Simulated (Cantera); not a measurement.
An isothermal, constant-pressure homogeneous reactor starts with 2.63 % CH₄, 97.4 % N₂, at 1875 K and 1.00 atm.

Model: GRI-Mech 3.0 (53 species, 325 reactions), integrated in Cantera. GRI-Mech 3.0 stops at C3 and has no aromatics, soot or wall deposition, so with more carbon than oxygen in the feed, carbon stays in small species such as C2H2 where larger ones or solid carbon would form.

One state of this run: x CH₄ = 0.000291; x C₂H₆ = 1.86e-8; x CH₂ = 7.62e-8; x H = 0.000127; x CH₃ = 1.94e-5. x: mole fraction; the columns are a selection and need not sum to one.

Question: Which value of t (s) does it belong to?
A. 0.000203
B. 1.00
C. 0.0588
D. 0.00702

Answer: C, 0.0588
